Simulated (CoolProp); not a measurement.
Values from CoolProp's reference Helmholtz-energy equation of state, Lemmon 2003. It is a pseudo-pure fit of the blend.

Question: For R404A, give the phase and the viscosity (µPa s) at 104.25 °C and 1.01 bar; 123.95 °C and 1.01 bar.

Answer: 
- 104.25 °C and 1.01 bar: gas; viscosity 15.3
- 123.95 °C and 1.01 bar: gas; viscosity 16.0

Viscosity comes from a separate model (Geller 2000).
